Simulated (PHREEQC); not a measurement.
Dissolve 0.18 mmol/kgw Ca(HCO3)2 and 1.1 mmol/kgw Na2HPO4 at 54 °C. Closed to the air; pH follows from the charge balance.

All values are PHREEQC results (ion-association model, wateq4f.dat), not measurements.

Precipitation was switched off in this run.

Question: Predict the pH, ionic strength.

Answer: pH 8.29; ionic strength 0.00344 mol/kgw.

Question: In which forms is C present?

Answer: HCO3- 97 %, CO3-2 1.6 %, CO2 0.9 % of the C.

Examples of supersaturated solids here: Hydroxyapatite. Others may be too. H3PO4, which wateq4f.dat lacks, is added to it with the constant of phreeqc.dat. Away from 25 °C the constants follow the database's enthalpies or fits; those with neither stay at their 25 °C values.
